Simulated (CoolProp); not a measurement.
Saturation properties of methanol.

Values from CoolProp's reference Helmholtz-energy equation of state, de Reuck 1993.

```json
[
 {"T (°C)": "-18.45", "p (kPa)": "1.153", "liquid density (kg/m³)": "827.0", "enthalpy of vaporisation (kJ/kg)": "1229", "liquid cp (kJ/(kg K))": "2.328", "vapour viscosity (µPa s)": "8.26", "liquid conductivity (mW/(m K))": "208"},
 {"T (°C)": "-4.85", "p (kPa)": "2.969", "liquid density (kg/m³)": "814.2", "enthalpy of vaporisation (kJ/kg)": "1212", "liquid cp (kJ/(kg K))": "2.380", "vapour viscosity (µPa s)": "8.69", "liquid conductivity (mW/(m K))": "206"},
 {"T (°C)": "8.85", "p (kPa)": "6.954", "liquid density (kg/m³)": "801.4", "enthalpy of vaporisation (kJ/kg)": "1193", "liquid cp (kJ/(kg K))": "2.444", "vapour viscosity (µPa s)": "9.12", "liquid conductivity (mW/(m K))": "203"},
 {"T (°C)": "22.55", "p (kPa)": "14.93", "liquid density (kg/m³)": "788.5", "enthalpy of vaporisation (kJ/kg)": "1173", "liquid cp (kJ/(kg K))": "2.520", "vapour viscosity (µPa s)": "9.54", "liquid conductivity (mW/(m K))": "201"},
 {"T (°C)": "36.15", "p (kPa)": "29.61", "liquid density (kg/m³)": "775.7", "enthalpy of vaporisation (kJ/kg)": "1151", "liquid cp (kJ/(kg K))": "2.607", "vapour viscosity (µPa s)": "9.97", "liquid conductivity (mW/(m K))": "198"},
 {"T (°C)": "49.85", "p (kPa)": "55.32", "liquid density (kg/m³)": "762.7", "enthalpy of vaporisation (kJ/kg)": "1128", "liquid cp (kJ/(kg K))": "2.707", "vapour viscosity (µPa s)": "10.4", "liquid conductivity (mW/(m K))": "195"},
 {"T (°C)": "63.55", "p (kPa)": "97.66", "liquid density (kg/m³)": "749.3", "enthalpy of vaporisation (kJ/kg)": "1103", "liquid cp (kJ/(kg K))": "2.818", "vapour viscosity (µPa s)": "10.8", "liquid conductivity (mW/(m K))": "193"},
 {"T (°C)": "77.15", "p (kPa)": "163.5", "liquid density (kg/m³)": "735.5", "enthalpy of vaporisation (kJ/kg)": "1075", "liquid cp (kJ/(kg K))": "2.939", "vapour viscosity (µPa s)": "11.2", "liquid conductivity (mW/(m K))": "190"},
 {"T (°C)": "90.85", "p (kPa)": "263.1", "liquid density (kg/m³)": "721.1", "enthalpy of vaporisation (kJ/kg)": "1045", "liquid cp (kJ/(kg K))": "3.073", "vapour viscosity (µPa s)": "11.6", "liquid conductivity (mW/(m K))": "188"}
]
```

It boils at 64.5 °C under 1 atm.

Viscosity comes from a separate model (Xiang 2006). Thermal conductivity comes from a separate model (Sykioti 2013).
